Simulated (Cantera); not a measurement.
**Equilibrium for halide evaporation, hydrolysis and transport: CsCl + H2**

A closed system holds: 1 mol CsCl, 1.6 mol H2, equilibrated at 0.133 bar.

Equilibrium computed with Cantera from the NASA thermochemical tables; the gas is ideal and each condensed phase is pure. Candidate condensed phases: Cs, CsCl; 9 gas species. Kinetics and transport are ignored.

From 675 °C to 875 °C the condensed part is CsCl(l). From 1075 °C to 1875 °C nothing is condensed. The main Cs-bearing gas is Cs2Cl2 at 675 °C and CsCl at 1875 °C.

```tsv
T (°C)	x H2	x CsCl	x Cs2Cl2	x Cs	x HCl	x H	x Cl	x Cs2	n CsCl(l)
675	0.997	0.00177	0.000938	5.15e-7	5.15e-7	1.43e-9	<1e-12	<1e-12	0.994
875	0.903	0.0676	0.0292	3.65e-5	3.65e-5	1.86e-7	6.65e-12	5.55e-12	0.777
1075	0.642	0.315	0.0431	0.000410	0.000410	5.08e-6	2.70e-9	3.17e-10	0
1275	0.619	0.369	0.00823	0.00159	0.00159	6.64e-5	1.36e-7	2.59e-9	0
1475	0.613	0.376	0.00188	0.00431	0.00431	0.000490	2.66e-6	1.16e-8	0
1675	0.606	0.372	0.000555	0.00941	0.00938	0.00241	2.80e-5	3.64e-8	0
1875	0.594	0.362	0.000199	0.0176	0.0174	0.00880	0.000189	8.89e-8	0
```
x: gas mole fraction; n: condensed amount in mol.
